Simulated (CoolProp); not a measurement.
A closed Brayton cycle with nitrogen: compressor inlet 314.15 K and 3.3 MPa, high pressure 6.31 MPa, turbine inlet 630 K, compressor efficiency 0.8, turbine efficiency 0.85, recuperator effectiveness 0.95 (on enthalpy, no pinch check). Each further row changes one setting.

The numbers come from the reference Helmholtz-energy equation of state, Span 2000 in CoolProp.

| case | thermal efficiency (%) | net work (kJ/kg) | compressor to turbine work | compressor exit (K) | turbine exit (K) |
|---|---|---|---|---|---|
| as stated | ___ | 12.4 | 0.87 | 394.5 | 541.6 |
| turbine inlet 580 K | ___ | 4.62 | 0.95 | 394.5 | ___ |
| compressor inlet 324.15 K | 9.0 | ___ | ___ | ___ | 541.6 |
| high pressure 5.36 MPa | 14.4 | 12.4 | ___ | 372.9 | 562.5 |
| recuperator effectiveness 0.5 | 7.0 | 12.4 | 0.87 | 394.5 | 541.6 |

Q: Complete the blanks.

A: 
- as stated, thermal efficiency (%): 11.6
- turbine inlet 580 K, thermal efficiency (%): 4.8
- turbine inlet 580 K, turbine exit (K): 497.8
- compressor inlet 324.15 K, net work (kJ/kg): 9.55
- compressor inlet 324.15 K, compressor to turbine work: 0.90
- compressor inlet 324.15 K, compressor exit (K): 407.0
- high pressure 5.36 MPa, compressor to turbine work: 0.83
